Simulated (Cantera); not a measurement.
Input: 1 mol Cu, 0.001 mol O2, 5.4 mol N2, at 1398 K and 10000 Pa.

Equilibrium computed with Cantera from the NASA thermochemical tables; the gas is ideal and each condensed phase is pure. Candidate condensed phases: Cu, CuO, Cu2O; 12 gas species. Mutual solubility and eutectic melting of coexisting phases are not modelled. Kinetics and transport are ignored.

Base state: N2 1.000, O2 0.000107, NO 1.82e-5, Cu 1.30e-5 (mole fractions); condensed: Cu(l) + Cu2O(s).

What changes in the equilibrium state with this change: temperature from 1398 K to 1650 K?


```csv
species,before,after
N2,1.000,0.999
Cu,1.30e-5,0.000812
O2,0.000107,0.000149
NO,1.82e-5,7.14e-5
"Cu(l), mol",0.998,0.996
"Cu2O(s), mol",0.000744,0
```
